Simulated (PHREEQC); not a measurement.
**Nickel, zinc or cadmium bath: speciation**

Consider water at 75 °C with 0.013 mol ZnCl2, 0.049 mol KCl and 0.068 mol FeSO4 per kg of water. Closed to the air; pH follows from the charge balance.

All values are PHREEQC results (ion-association model, wateq4f.dat), not measurements.

No solid was allowed to form.

Question: Estimate the pH.

Answer: pH 5.22.

Question: In which forms is K present?

Answer: K+ 91 %, KSO4- 9.3 % of the K.

Species that the database lacks are ignored. At this temperature some constants are extrapolated from 25 °C, and those without enthalpy data are left unchanged.
